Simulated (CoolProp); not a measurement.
Vapour-liquid equilibrium of cyclohexane (1) + toluene (2) at 1520 kPa; x and y are mole fractions of (1).

Model: multi-fluid Helmholtz-energy mixture model, Zhou 2014 and Lemmon 2006; pair parameters Bell 2016, in CoolProp.

| x | bubble temperature, mixture model (°C) | bubble temperature, Raoult's law (°C) | y, mixture model | y, Raoult's law |
|---|---|---|---|---|
| 0.05 | 240.7 | 241.3 | ___ | 0.081 |
| 0.2 | 233.1 | 235.0 | ___ | 0.297 |
| 0.35 | ___ | 229.1 | ___ | 0.479 |
| 0.5 | ___ | 223.6 | ___ | 0.632 |
| 0.65 | 216.4 | 218.5 | ___ | 0.763 |
| 0.8 | 212.3 | 213.7 | 0.844 | 0.875 |
| 0.95 | 208.9 | 209.2 | ___ | 0.971 |

Q: Fill in the missing entries.

A: 
- 0.05, y, mixture model: 0.077
- 0.2, y, mixture model: 0.280
- 0.35, bubble temperature, mixture model (°C): 226.6
- 0.35, y, mixture model: 0.449
- 0.5, bubble temperature, mixture model (°C): 221.1
- 0.5, y, mixture model: 0.595
- 0.65, y, mixture model: 0.724
- 0.95, y, mixture model: 0.961

The largest gap from Raoult's law is -2.5 K in bubble temperature, at x = 0.5. No azeotrope shows between x = 0.05 and 0.95.

Pair parameters are fitted to limited data, so mixtures are less certain than the pure fluids.
